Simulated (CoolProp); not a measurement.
Model: reference Helmholtz-energy equation of state, Thol 2012, in CoolProp.

Question: Give the vapour pressure (kPa), liquid cp (kJ/(kg K)), vapour Z, liquid conductivity (mW/(m K)) of saturated benzene at 504.2, 515.3 K.

Answer: 
```csv
T (K),p (kPa),liquid cp (kJ/(kg K)),vapour Z,liquid conductivity (mW/(m K))
504.2,2300,2.69,0.692,79.6
515.3,2690,2.85,0.652,76.4
```

Thermal conductivity comes from a separate model (Assael 2012).
